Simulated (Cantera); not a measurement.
Cantera run:

```python
import numpy as np
import cantera as ct

gas_names = """
    VO2
""".split()
cond_names = """
    V(cr) V(L) V2O5(s) V2O5(L)
""".split()


# ... load() reads the species with a 1 bar reference pressure and builds the phases ...
species = {s.name: s for s in load("nasa_gas.yaml", gas_names) + load("nasa_condensed.yaml", cond_names)}
# Each term lists the table entries of one substance; the one whose range holds T is used.
reactions = {
    'V + 2 V2O5 = 5 VO2(g)':
        [(-1, ['V(cr)', 'V(L)']), (-2, ['V2O5(s)', 'V2O5(L)']), (5, ['VO2'])],
}


def pick(names, T):
    return next(species[n] for n in names if species[n].thermo.min_temp <= T <= species[n].thermo.max_temp)


results = []
for label, terms in reactions.items():
    print(label)
    print("     T/K   dH/kJ  dS/(J/K)   dG/kJ   log10 K")
    for T in [975, 1125, 1275, 1425, 1575, 1725, 1875, 2025]:
        used = [(nu, pick(names, T)) for nu, names in terms]
        dH = sum(nu * s.thermo.h(T) for nu, s in used) / 1e6
        dS = sum(nu * s.thermo.s(T) for nu, s in used) / 1e3
        dG = dH - T * dS / 1e3
        logK = -dG * 1e6 / (ct.gas_constant * T * np.log(10))
        results.append((label, T, dH, dS, dG, logK, [s.name for _, s in used]))
        print(f"{T:8g} {dH:8.1f} {dS:8.1f} {dG:8.1f} {logK:8.2f}")
```

It prints:

```
V + 2 V2O5 = 5 VO2(g)
     T/K   dH/kJ  dS/(J/K)   dG/kJ   log10 K
     975   1739.4    782.8    976.1   -52.29
    1125   1719.5    763.8    860.2   -39.94
    1275   1699.7    747.4    746.9   -30.60
    1425   1680.0    732.7    635.9   -23.31
    1575   1660.3    719.6    527.0   -17.48
    1725   1640.5    707.6    419.9   -12.72
    1875   1620.6    696.5    314.6    -8.77
    2025   1600.5    686.2    210.9    -5.44
```

Standard-state values (1 bar) from the NASA 1993 polynomials, evaluated with Cantera. Condensed species are held in their standard states even where they would react or evaporate.
